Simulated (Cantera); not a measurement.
Charge: 1 mol MgO, 0.18 mol SO2, 2.7 mol O2, held at 798.15 K and 4.40 bar.

These are equilibrium values from Cantera (NASA tables, ideal gas, pure condensed phases), not measurements of a reactor. Candidate condensed phases: Mg, MgO, MgS, MgSO4, S; 14 gas species. Rates play no part.

What is the equilibrium state?


| Property | Result |
|---|---|
| x(O2) | 1.00 |
| n(MgO(s)) | 0.820 mol |
| n(MgSO4(s)) | 0.180 mol |
| gas amount | 2.610 mol |
| log10 activity of S(l) (absent) | -31.03 |
| log10 activity of Mg(s) (absent) | -34.04 |
